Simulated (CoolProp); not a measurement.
Vapour-liquid equilibrium of propylene (1) + R134a (2) at 259.8 K; x and y are mole fractions of (1).

Computed with CoolProp (multi-fluid Helmholtz-energy mixture model, Lemmon 2013 and Tillner-Roth 1994; pair parameters Bell 2016).

```json
[
 {"x": "0.05", "bubble pressure (MPa)": "0.2148", "y at the bubble point": "0.212", "dew pressure at overall composition x (MPa)": "0.1834", "liquid density (mol/L)": "13.08"},
 {"x": "0.2", "bubble pressure (MPa)": "0.2998", "y at the bubble point": "0.495", "dew pressure at overall composition x (MPa)": "0.2122", "liquid density (mol/L)": "13.01"},
 {"x": "0.35", "bubble pressure (MPa)": "0.3481", "y at the bubble point": "0.612", "dew pressure at overall composition x (MPa)": "0.2504", "liquid density (mol/L)": "12.97"},
 {"x": "0.5", "bubble pressure (MPa)": "0.3753", "y at the bubble point": "0.680", "dew pressure at overall composition x (MPa)": "0.3017", "liquid density (mol/L)": "12.97"},
 {"x": "0.65", "bubble pressure (MPa)": "0.3914", "y at the bubble point": "0.739", "dew pressure at overall composition x (MPa)": "0.3640", "liquid density (mol/L)": "13.02"},
 {"x": "0.8", "bubble pressure (MPa)": "0.3993", "y at the bubble point": "0.811", "dew pressure at overall composition x (MPa)": "0.3989", "liquid density (mol/L)": "13.15"},
 {"x": "0.95", "bubble pressure (MPa)": "0.3926", "y at the bubble point": "0.934", "dew pressure at overall composition x (MPa)": "0.3906", "liquid density (mol/L)": "13.35"}
]
```

y crosses x between x = 0.8 and 0.95: the model has an azeotrope there.

Pair parameters are fitted to limited data, so mixtures are less certain than the pure fluids.
